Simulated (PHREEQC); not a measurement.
Solution (90 °C): 0.0018 mol/kgw HF, 0.00036 mol/kgw (NH4)2SiF6, 0.015 mol/kgw H3BO3 and 0.026 mol/kgw H2SO4. Closed to the air; pH follows from the charge balance.

The numbers come from PHREEQC with the ion-association model, phreeqc.dat.

Precipitation was switched off in this run.

### Question
What pH, specific conductance does the model give?

### Answer
pH 1.61; specific conductance 28700 µS/cm.

### Question
In which forms is N present?

### Answer
NH4+ 98 %, NH4SO4- 1.8 % of the N.

Away from 25 °C the constants follow the database's enthalpies or fits; those with neither stay at their 25 °C values. SiF6-2 is the database's only silicon fluoride. Real BF4- forms and hydrolyses slowly; the run takes it at equilibrium.
